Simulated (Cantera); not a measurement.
Charge: 1 mol Al, 0.76 mol Br₂, at 1000 Pa.

These are equilibrium values from Cantera (NASA tables, ideal gas, pure condensed phases), not measurements of a reactor. Candidate condensed phases: Al, AlBr₃, Br₂; 7 gas species. The numbers say what is thermodynamically allowed, not how fast it happens.

x: gas mole fraction; n: condensed amount in mol.

```csv
T (K),x AlBr₃,x Al₂Br₆,x AlBr,x Br,x Al,n Al(s),n Al(l)
625,0.622,0.378,7.43e-7,<1e-12,<1e-12,0.493,0
675,0.852,0.148,7.02e-6,<1e-12,<1e-12,0.493,0
725,0.952,…,…,<1e-12,<1e-12,0.493,0
775,0.984,0.0160,0.000229,1.51e-12,<1e-12,0.493,0
825,0.993,0.00590,0.000928,1.60e-11,1.38e-12,0.493,0
875,0.994,…,…,…,…,0.492,0
925,0.989,0.00109,0.00953,8.31e-10,2.34e-10,0.490,0
975,0.975,0.000525,0.0243,4.50e-9,1.93e-9,0,0.485
1025,0.944,0.000262,0.0556,2.06e-8,1.27e-8,0,0.474
1075,0.884,0.000131,0.116,8.12e-8,7.00e-8,0,0.451
```

Question: Complete the blanks.

Answer: 
- 725, x Al₂Br₆: 0.0479
- 725, x AlBr: 4.58e-5
- 875, x Al₂Br₆: 0.00243
- 875, x AlBr: 0.00319
- 875, x Br: 1.29e-10
- 875, x Al: 2.09e-11
